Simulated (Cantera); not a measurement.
An isothermal plug-flow reactor at 550 K and 0.670 bar (inlet), inlet velocity 0.89 m/s, active area per volume 1700 1/m; feed H₂ : O₂ : N₂ : H₂O = 0.0021 : 0.025 : 0.79 : 0.016 (molar parts), equivalence ratio 0.042.

Model: Deutschmann's 1995 Pt surface mechanism with GRI-Mech 3.0 gas chemistry, integrated in Cantera. Catalytic surfaces can have several steady states; this one follows from the mechanism file's or the stated starting coverage. Mass transfer to the wall is taken as infinitely fast.

**Question.** Predict: x(H₂) at z = 0.053 m; x(O₂) at z = 0.053 m; x(H₂O) at z = 0.053 m; θ(O*) at the exit; θ(OH*) at the exit.

**Answer.** 
| Item | Value |
|---|---|
| x(H₂) at z = 0.053 m | 4.36e-6 |
| x(O₂) at z = 0.053 m | 0.0288 |
| x(H₂O) at z = 0.053 m | 0.0217 |
| θ(O*) at the exit | 0.997 |
| θ(OH*) at the exit | 0.00204 |
